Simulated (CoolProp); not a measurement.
Saturation properties of toluene.

Values from CoolProp's reference Helmholtz-energy equation of state, Lemmon 2006. It is a short technical equation, of lower accuracy than the large ones.

```csv
T (°C),p (MPa),enthalpy of vaporisation (kJ/kg),liquid cp (kJ/(kg K)),liquid viscosity (µPa s)
134.35,0.1901,344.5,2.095,210
141.35,0.2253,339.5,2.123,201
148.25,0.2646,334.4,2.151,192
155.15,0.3090,329.2,2.179,183
162.15,0.3596,323.7,2.208,175
169.05,0.4154,318.2,2.238,168
175.95,0.4776,312.4,2.268,160
182.85,0.5465,306.5,2.299,154
189.85,0.6238,300.2,2.331,147
196.75,0.7078,293.8,2.364,141
203.65,0.7999,287.2,2.399,135
210.65,0.9023,280.2,2.435,129
217.55,1.013,272.9,2.473,123
224.45,1.132,265.3,2.514,118
231.35,1.263,257.3,2.557,113
```

It boils at 110.6 °C under 1 atm.

Viscosity comes from a separate model (Avgeri 2015).
